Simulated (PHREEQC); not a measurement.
HNO3 is added in steps, without added water, to 1 kg of water holding 0.063 mol CaCl2, 0.00037 mol Na2SO4 and 0.014 mol MgSO4, at 20 °C. O2 is buffered at 0.21 atm. The system is closed to CO2. Solids allowed: Gypsum, Brucite, Portlandite, Halite, Mirabilite, Epsomite. Others were left out.

Base run: PHREEQC, ion-association model, wateq4f.dat. Each further column changes one thing. The table gives Gypsum (mol).

| HNO3 added (mol) | base | Na2SO4 from 0.00037 to 0.000555 mol/kgw | MgSO4 replaced by K2SO4 at the same molality | Na2SO4 replaced by Li2SO4 at the same molality |
|---|---|---|---|---|
| 0 | 0.00314 | 0.00330 | 0.00426 | 0.00314 |
| 0.00015 | 0.00311 | 0.00328 | 0.00423 | 0.00311 |
| 0.000225 | 0.00310 | 0.00327 | 0.00422 | 0.00310 |
| 0.000375 | 0.00308 | 0.00324 | 0.00420 | 0.00308 |
| 0.000525 | 0.00306 | 0.00322 | 0.00417 | 0.00306 |
| 0.0006 | 0.00304 | 0.00321 | 0.00416 | 0.00304 |
| 0.00075 | 0.00302 | 0.00319 | 0.00414 | 0.00302 |
| 0.0009 | 0.00300 | 0.00316 | 0.00412 | 0.00300 |
| 0.000975 | 0.00299 | 0.00315 | 0.00411 | 0.00299 |
| 0.001125 | 0.00296 | 0.00313 | 0.00408 | 0.00296 |
| 0.001275 | 0.00294 | 0.00311 | 0.00406 | 0.00294 |
| 0.00135 | 0.00293 | 0.00310 | 0.00405 | 0.00293 |
| 0.0015 | 0.00291 | 0.00307 | 0.00402 | 0.00291 |

 Solids allowed in the column 'MgSO4 replaced by K2SO4 at the same molality': Gypsum, Portlandite, Halite, Mirabilite. Solids allowed in the column 'Na2SO4 replaced by Li2SO4 at the same molality': Gypsum, Brucite, Portlandite, Epsomite.
